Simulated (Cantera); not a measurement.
A Cantera script and its output.

```python
import numpy as np
import cantera as ct

gas = ct.Solution("gri30.yaml")
gas.TPX = 350, 39000, {'CO': 1, 'H2': 0.18, 'O2': 1.18, 'N2': 6.25}
inlet = ct.Reservoir(gas, clone=True)
gas.equilibrate("HP")  # start burning
reactor = ct.IdealGasConstPressureReactor(gas, energy="on", clone=False)
exhaust = ct.Reservoir(gas, clone=True)
tau = [0.43, 0.18, 0.076, 0.032, 0.014, 0.0058, 0.0025, 0.001, 0.00044, 0.00019, 7.9e-05][0]
for a, b in ((inlet, reactor), (reactor, exhaust)):
    ct.MassFlowController(a, b, mdot=lambda t: reactor.mass / tau)
net = ct.ReactorNet([reactor])
show = ['CO', 'H2', 'O2', 'N2O', 'H2O2', 'H2O']

rows = []
print(f"{'tau/s':>10s}{'T/K':>9s}" + "".join(f"{s:>11s}" for s in show))
for tau in [0.43, 0.18, 0.076, 0.032, 0.014, 0.0058, 0.0025, 0.001, 0.00044, 0.00019, 7.9e-05]:
    net.initial_time = 0.0
    net.advance(30 * tau)
    before = gas.X
    net.advance(40 * tau)
    drift = np.max(np.abs(gas.X - before) / (gas.X + 1e-9))
    rows.append([gas.T, *gas[show].X, drift])
    print(f"{tau:10.3e}{gas.T:9.1f}" + "".join(f"{x:11.3e}" for x in gas[show].X))
```

It prints:

```
     tau/s      T/K         CO         H2         O2        N2O       H2O2        H2O
 4.300e-01   1501.5  1.299e-03  6.386e-05  7.384e-02  4.378e-07  5.916e-08  2.206e-02
 1.800e-01   1490.8  2.264e-03  1.102e-04  7.412e-02  3.786e-07  8.814e-08  2.189e-02
 7.600e-02   1473.2  3.872e-03  1.853e-04  7.462e-02  3.164e-07  1.309e-07  2.164e-02
 3.200e-02   1444.1  6.541e-03  3.023e-04  7.552e-02  2.591e-07  1.969e-07  2.125e-02
 1.400e-02   1399.3  1.079e-02  4.642e-04  7.711e-02  2.122e-07  2.951e-07  2.071e-02
 5.800e-03   1316.4  1.957e-02  7.095e-04  8.093e-02  1.694e-07  4.578e-07  1.998e-02
 2.500e-03    350.0  1.161e-01  2.091e-02  1.370e-01 -2.157e-22 -8.586e-20 -6.693e-17
 1.000e-03    350.0  1.161e-01  2.091e-02  1.370e-01 -4.088e-25 -1.628e-22 -1.269e-19
 4.400e-04    350.0  1.161e-01  2.091e-02  1.370e-01 -2.582e-26 -1.028e-23 -8.014e-21
 1.900e-04    350.0  1.161e-01  2.091e-02  1.370e-01 -1.631e-27 -6.494e-25 -5.062e-22
 7.900e-05    350.0  1.161e-01  2.091e-02  1.370e-01 -1.030e-28 -4.102e-26 -3.198e-23
```

Detailed kinetics in Cantera: GRI-Mech 3.0 (53 species, 325 reactions).
